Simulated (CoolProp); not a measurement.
Saturation properties of the fluoroketone C6F12O (FK-5-1-12).

Computed with CoolProp (reference Helmholtz-energy equation of state, McLinden 2015).

| T (K) | p (bar) | liquid density (kg/m³) | vapour density (kg/m³) | enthalpy of vaporisation (kJ/kg) | liquid cp (kJ/(kg K)) |
|---|---|---|---|---|---|
| 207.9 | ___ | 1854 | 0.01744 | 119.4 | ___ |
| 233.6 | 0.009825 | 1784 | 0.1602 | 112.1 | 1.094 |
| 259.3 | ___ | 1714 | 0.8460 | ___ | 1.089 |
| 285 | 0.2249 | 1641 | ___ | 98.42 | ___ |
| 310.7 | 0.6674 | 1564 | 8.576 | 91.31 | 1.111 |
| 336.4 | 1.617 | 1479 | 20.08 | 83.57 | 1.137 |
| 362.1 | 3.378 | 1384 | 41.75 | 74.71 | 1.176 |
| 387.8 | 6.317 | ___ | 81.10 | 63.93 | 1.238 |
| 413.5 | 10.89 | 1126 | 156.6 | 49.38 | 1.374 |

**Question.** Complete the blanks.

**Answer.** 
- 207.9, p (bar): 0.0009533
- 207.9, liquid cp (kJ/(kg K)): 1.110
- 259.3, p (bar): 0.05726
- 259.3, enthalpy of vaporisation (kJ/kg): 105.2
- 285, vapour density (kg/m³): 3.066
- 285, liquid cp (kJ/(kg K)): 1.095
- 387.8, liquid density (kg/m³): 1272

It boils at 322.2 K under 1 atm.
